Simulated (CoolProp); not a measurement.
Properties of R245ca along the isotherm 176.85 °C (Tc = 174.4 °C, pc = 3941 kPa, ω = 0.355).

Model: reference Helmholtz-energy equation of state, Zhou 2016, in CoolProp.

```csv
p (kPa),phase,Z,Joule-Thomson coefficient (K/MPa),fugacity coefficient
667,gas,0.9396,7.953,0.9423
1330,gas,0.8745,8.724,0.8863
2000,gas,0.8010,9.794,0.8307
2670,gas,0.7144,11.35,0.7753
3330,gas,0.6039,13.71,0.7199
4000,supercritical,0.3987,16.47,0.6594
4670,supercritical,0.2160,3.860,0.5866
5330,supercritical,0.2295,2.372,0.5292
6000,supercritical,0.2478,1.720,0.4836
6670,supercritical,0.2675,1.342,0.4470
7330,supercritical,0.2874,1.095,0.4176
8000,supercritical,0.3078,0.9130,0.3927
8670,supercritical,0.3283,0.7748,0.3717
9330,supercritical,0.3484,0.6670,0.3541
10000,supercritical,0.3689,0.5779,0.3387
```
